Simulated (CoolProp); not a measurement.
Saturation properties of R227EA (Tc = 374.9 K, pc = 2.925 MPa, ω = 0.358).

Computed with CoolProp (reference Helmholtz-energy equation of state, Lemmon 2016).

```
T (K)  p (MPa)  vapour density (kg/m³)  enthalpy of vaporisation (kJ/kg)
-----  -------  ----------------------  --------------------------------
242.3  0.05174                   4.505                             137.8
250.9        …                   6.623                             134.3
259.5   0.1137                   9.460                             130.6
268          …                   13.13                             126.8
276.6   0.2218                   17.91                             122.8
285.2   0.2998                   23.99                             118.5
293.7   0.3959                   31.54                             114.1
302.3        …                   41.06                                 …
310.9   0.6600                   52.90                             104.0
319.4   0.8311                   67.45                             98.31
328      1.036                   85.83                             91.99
336.6    1.277                   109.1                                 …
```

Question: What belongs in the gaps?

Answer: 
- 250.9, p (MPa): 0.07793
- 268, p (MPa): 0.1605
- 302.3, p (MPa): 0.5153
- 302.3, enthalpy of vaporisation (kJ/kg): 109.2
- 336.6, enthalpy of vaporisation (kJ/kg): 84.89

It boils at 256.8 K under 1 atm.
